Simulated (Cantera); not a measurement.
Input: 1 mol HMDSO, 2.7 mol O2, equilibrated at 0.100 bar.

These are equilibrium values from Cantera (NASA tables, ideal gas, pure condensed phases), not measurements of a reactor. Candidate condensed phases: C, C6H6, C7H8, C8H18, H2O, Si, SiC, SiO2; 123 gas species. The feed counts by its element totals alone. The tables hold silica as quartz up to 1696 K and as liquid above; real silica turns to tridymite and cristobalite and melts near 1996 K. Rates play no part.

Q: At 1448 K, list the 6 most abundant gas species with their mole fractions, and the condensed phases.

A: H2 0.789, CO 0.211, CH4 0.000208, SiO 6.75e-5, H2O 4.21e-5, H 2.59e-5. Condensed: C(graphite) + SiO2(β-quartz).
